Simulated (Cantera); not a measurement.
Charge: 1 mol Si3N4, 0.86 mol H2O, 7.8 mol N2, held at 977 °C and 0.0100 bar.

Method: chemical equilibrium by Gibbs-energy minimisation in Cantera with the NASA 1993 tables (ideal gas, pure condensed phases). Candidate condensed phases: H2O, Si, SiO2, Si2N2O, Si3N4; 35 gas species. Mutual solubility and eutectic melting of coexisting phases are not modelled. Rates play no part.

Base state: N2 0.904, H2 0.0961 (mole fractions); condensed: Si2N2O(s) + Si3N4(s).

**Question.** What changes in the equilibrium state with this change: H2O from 0.86 to 0.044 mol?

**Answer.** 
```
species         before    after
--------------  ------  -------
N2               0.904    0.994
H2              0.0961  0.00560
Si2N2O(s), mol   0.860   0.0440
Si3N4(s), mol    0.427    0.971
```
